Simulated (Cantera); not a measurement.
An isothermal, constant-pressure homogeneous reactor starts with H2 : O2 : N2 = 0.11 : 1 : 0.87 (molar parts), equivalence ratio 0.055, at 1025 K and 10.00 Torr.

Computed with Cantera and the H2/O2 subset of GRI-Mech 3.0, which has no nitrogen chemistry. Radical loss at walls, strong at low pressure, is not modelled. The temperature is held fixed by assumption; the heat of reaction is taken as removed at once.

One state of this run: x H2 = 0.0505; x O2 = 0.502; x H2O = 0.00372; x O = 0.00169; x HO2 = 3.15e-6; x H = 0.00195. x: mole fraction; the columns are a selection and need not sum to one.

Which value of t (s) does it belong to?
A) 0.0245
B) 0.0968
C) 0.00620
D) 0.192

C, 0.00620
